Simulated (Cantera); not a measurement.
A Cantera script and its output.

```python
import numpy as np
import cantera as ct

gas = ct.Solution("gri30.yaml")
gas.TPX = 350, 37000, {'CH4': 1, 'CO': 0.26, 'O2': 2.84, 'N2': 10.5, 'CO2': 0.15}
flame = ct.FreeFlame(gas, width=0.08)
flame.set_refine_criteria(ratio=3, slope=0.08, curve=0.16)
flame.transport_model = "mixture-averaged"
flame.solve(loglevel=0, auto=True)
z, T = flame.grid, flame.T
thick = (T[-1] - T[0]) / np.gradient(T, z).max()
show = ['CH4', 'CO', 'O2', 'HO2', 'H', 'N2O']
print(f"laminar burning velocity  {flame.velocity[0] * 100:.3f} cm/s")
print(f"burnt temperature         {T[-1]:.1f} K")
print(f"thermal thickness         {thick * 1e3:.4f} mm")
print(f"grid points               {len(z)}")
z0 = z[flame.heat_release_rate.argmax()]
print(f"{'z/mm':>9s}{'T/K':>9s}{'u/(m/s)':>9s}" + "".join(f"{s:>11s}" for s in show))
rows = []
for k in (-3, -2, -1.5, -1, -0.5, -0.25, 0, 0.25, 0.5, 1, 2, 4, 8):
    zz = z0 + k * thick
    rows.append([k * thick, np.interp(zz, z, T), np.interp(zz, z, flame.velocity),
                 *(np.interp(zz, z, flame.X[gas.species_index(s)]) for s in show)])
    print(f"{rows[-1][0] * 1e3:9.3f}{rows[-1][1]:9.1f}{rows[-1][2]:9.3f}" + "".join(f"{x:11.3e}" for x in rows[-1][3:]))
```

It prints:

```
laminar burning velocity  46.795 cm/s
burnt temperature         1973.1 K
thermal thickness         1.1276 mm
grid points               143
     z/mm      T/K  u/(m/s)        CH4         CO         O2        HO2          H        N2O
   -3.383    350.0    0.468  6.778e-02  1.762e-02  1.925e-01  9.076e-09  3.343e-15  2.370e-14
   -2.255    350.6    0.469  6.770e-02  1.762e-02  1.923e-01  1.908e-07  7.625e-13  8.228e-13
   -1.691    354.0    0.474  6.744e-02  1.764e-02  1.920e-01  1.456e-06  3.691e-11  9.275e-12
   -1.128    392.2    0.527  6.532e-02  1.815e-02  1.894e-01  1.883e-05  1.380e-08  2.162e-10
   -0.564    734.7    0.996  4.802e-02  2.472e-02  1.644e-01  9.921e-05  7.478e-05  5.016e-09
   -0.282   1107.9    1.511  2.728e-02  3.420e-02  1.312e-01  1.077e-04  6.085e-04  1.492e-08
    0.000   1460.2    1.997  6.665e-03  4.216e-02  9.170e-02  1.048e-04  2.355e-03  3.474e-08
    0.282   1600.5    2.184  4.996e-04  3.599e-02  6.963e-02  1.970e-05  4.328e-03  6.138e-08
    0.564   1647.7    2.238  2.106e-05  2.677e-02  6.195e-02  8.367e-06  5.128e-03  7.891e-08
    1.128   1706.1    2.304  4.081e-08  1.706e-02  5.696e-02  6.433e-06  4.871e-03  8.986e-08
    2.255   1776.3    2.387  1.590e-12  1.156e-02  5.397e-02  4.825e-06  3.407e-03  9.982e-08
    4.511   1847.9    2.473  6.707e-19  8.267e-03  5.187e-02  3.182e-06  1.751e-03  1.195e-07
    9.021   1906.5    2.542  6.382e-20  5.107e-03  5.022e-02  1.876e-06  7.020e-04  1.460e-07
```

Detailed kinetics in Cantera: GRI-Mech 3.0 (53 species, 325 reactions). Burning velocities carry a grid error of a few per cent, more on coarse grids.
